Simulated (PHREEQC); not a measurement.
A column of 0.5 m (30 cells, dispersivity 0.04 m, 60 s a shift, diffusion coefficient 3e-10 m²/s) holds 0.068 eq of the database's cation exchanger X per kg of pore water, first in equilibrium with 0.039 mol/kgw NH4Cl, 0.0012 mol/kgw MnCl2 and 1e-05 mol/kgw HCl. It is flushed with 0.041 mol/kgw LiCl, 0.054 mol/kgw KCl and 1e-05 mol/kgw HCl, at 25 °C. Values are for the last cell. The system is closed to CO2. Precipitation was switched off in this run.

All values are PHREEQC results (ion-association model, phreeqc.dat), not measurements.

```
pore volumes  K in solution (mol/kgw)  Li in solution (mol/kgw)  NH4 in solution (mol/kgw)  Mn in solution (mol/kgw)  Cl in solution (mol/kgw)  LiX on the exchanger (mol/kgw)  NH4X on the exchanger (mol/kgw)
------------  -----------------------  ------------------------  -------------------------  ------------------------  ------------------------  ------------------------------  -------------------------------
0                                   0                         0                     0.0390                   0.00120                    0.0414                               0                           0.0600
0.15                                0                  4.34e-14                     0.0390                   0.00120                    0.0414                        1.39e-14                           0.0600
0.4167                        1.41e-8                   9.47e-5                     0.0397                   0.00124                    0.0422                         2.99e-5                           0.0599
0.55                          1.78e-6                  0.000960                     0.0421                   0.00141                    0.0459                        0.000285                           0.0597
0.6833                        3.60e-5                   0.00361                     0.0457                   0.00171                    0.0528                        0.000974                           0.0590
0.95                         0.000955                    0.0137                     0.0502                   0.00229                    0.0695                         0.00318                           0.0558
1.083                         0.00242                    0.0193                     0.0498                   0.00247                    0.0765                         0.00429                           0.0529
1.35                          0.00787                    0.0287                     0.0445                   0.00252                    0.0861                         0.00606                           0.0450
1.483                          0.0116                    0.0320                     0.0405                   0.00243                    0.0890                         0.00667                              ___
1.617                          0.0157                    0.0346                     0.0362                   0.00228                    0.0910                         0.00711                           0.0356
1.883                          0.0241                    0.0379                     0.0275                   0.00189                    0.0933                         0.00763                           0.0264
2.017                          0.0281                    0.0389                     0.0235                       ___                    0.0939                         0.00776                           0.0224
2.15                           0.0318                    0.0396                     0.0199                   0.00148                    0.0943                         0.00783                           0.0188
2.417                          0.0382                    0.0405                     0.0139                   0.00110                    0.0947                         0.00786                           0.0129
2.55                           0.0408                    0.0407                     0.0115                  0.000934                    0.0948                         0.00785                           0.0106
2.683                          0.0430                    0.0408                    0.00946                  0.000789                    0.0949                         0.00783                          0.00868
2.95                           0.0465                    0.0410                    0.00632                  0.000553                    0.0950                         0.00778                          0.00575
3.083                          0.0479                    0.0410                    0.00514                  0.000460                    0.0950                         0.00776                          0.00466
3.35                           0.0499                    0.0410                    0.00338                  0.000315                    0.0950                         0.00772                          0.00304
3.483                             ___                    0.0410                    0.00273                  0.000260                    0.0950                         0.00770                          0.00245
3.617                          0.0513                    0.0410                    0.00220                  0.000213                    0.0950                         0.00768                          0.00197
3.883                          0.0522                    0.0410                    0.00143                  0.000144                    0.0950                         0.00766                          0.00127
4.017                          0.0526                    0.0410                    0.00115                  0.000118                    0.0950                         0.00765                          0.00102
```

**Question.** Fill in the missing entries.

**Answer.** 
- 1.483, NH4X on the exchanger (mol/kgw): 0.0404
- 2.017, Mn in solution (mol/kgw): 0.00168
- 3.483, K in solution (mol/kgw): 0.0507

Species that the database lacks are ignored.
